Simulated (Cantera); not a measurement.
A perfectly stirred reactor is fed with H2 : O2 : N2 = 1.5 : 1 : 3.2 (molar parts), equivalence ratio 0.75, at 23000 Pa; it is held at 1250 K, and followed from long to short residence time.

Detailed kinetics in Cantera: the H2/O2 subset of GRI-Mech 3.0, which has no nitrogen chemistry. The temperature is held fixed by assumption; the heat of reaction is taken as removed at once.

x: mole fraction; the columns are a selection and need not sum to one.

| τ (s) | x H2 | x O2 | x OH | x H2O2 | x O |
|---|---|---|---|---|---|
| 2.2 | 0.000210 | 0.0505 | 0.000331 | 4.53e-7 | 3.82e-5 |
| 0.59 | ___ | 0.0506 | ___ | ___ | ___ |
| 0.16 | ___ | 0.0508 | ___ | ___ | ___ |
| 0.044 | 0.00270 | 0.0513 | 0.00124 | 1.86e-6 | 0.000550 |
| 0.012 | 0.00599 | 0.0527 | 0.00193 | 2.43e-6 | 0.00128 |
| 0.0032 | 0.0127 | 0.0560 | 0.00295 | 2.74e-6 | 0.00291 |
| 0.00088 | 0.0245 | 0.0626 | 0.00429 | 2.68e-6 | 0.00609 |
| 0.00024 | 0.0431 | 0.0742 | 0.00577 | 2.37e-6 | 0.0111 |

Complete the blanks.


- 0.59, x H2: 0.000504
- 0.59, x OH: 0.000515
- 0.59, x H2O2: 7.85e-7
- 0.59, x O: 9.46e-5
- 0.16, x H2: 0.00118
- 0.16, x OH: 0.000801
- 0.16, x H2O2: 1.26e-6
- 0.16, x O: 0.000231
